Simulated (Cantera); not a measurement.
What does this Cantera script print?

```python
import numpy as np
import cantera as ct

gas = ct.Solution("gri30.yaml")


def delay(T, t_max=10):
    gas.TPX = T, 160000, {'H2': 1, 'O2': 0.5, 'N2': 1.88}
    reactor = ct.IdealGasConstPressureReactor(gas, clone=False)
    net = ct.ReactorNet([reactor])
    net.rtol, net.atol = 1e-8, 1e-16
    while net.time < t_max:
        t_old, T_old = net.time, reactor.T
        net.step()
        if reactor.T > T + 400:  # ignition: a rise of 400 K
            return t_old + (T + 400 - T_old) / (reactor.T - T_old) * (net.time - t_old)
    return np.nan


taus = []
for T in [1275, 1350, 1425, 1500, 1575]:
    taus.append(delay(T))
    print(f"T0 = {T:6g} K   tau = {taus[-1]:.4e} s")

# d ln(tau) / d ln(k), from doubling and halving each rate constant
T, sens = 1575, []
for i in range(gas.n_reactions):
    gas.set_multiplier(2.0, i)
    up = delay(T)
    gas.set_multiplier(0.5, i)
    down = delay(T)
    gas.set_multiplier(1.0, i)
    sens.append((np.log(up / down) / np.log(4.0), gas.reaction(i).equation))
sens.sort(key=lambda x: -abs(x[0]))
print(f"sensitivities at {T} K")
for s, eq in sens[:10]:
    print(f"{s:8.3f}  {eq}")
```

Result:

```
T0 =   1275 K   tau = 2.0690e-05 s
T0 =   1350 K   tau = 1.5291e-05 s
T0 =   1425 K   tau = 1.2077e-05 s
T0 =   1500 K   tau = 1.0096e-05 s
T0 =   1575 K   tau = 8.8753e-06 s
sensitivities at 1575 K
  -0.451  H + O2 <=> O + OH
  -0.119  H2 + O <=> H + OH
  -0.110  H + O2 + H2O <=> HO2 + H2O
  -0.076  H + OH + M <=> H2O + M
  -0.073  H2 + OH <=> H + H2O
  -0.053  H + HO2 <=> H2 + O2
  -0.032  2 H + H2O <=> H2 + H2O
  -0.029  H + O2 + N2 <=> HO2 + N2
  -0.022  H + O2 + M <=> HO2 + M
  -0.018  2 H + M <=> H2 + M
```

Computed with Cantera and GRI-Mech 3.0 (53 species, 325 reactions). Where the delays flatten at high temperature, the 400 K rule measures the pace of heat release, not the induction time.
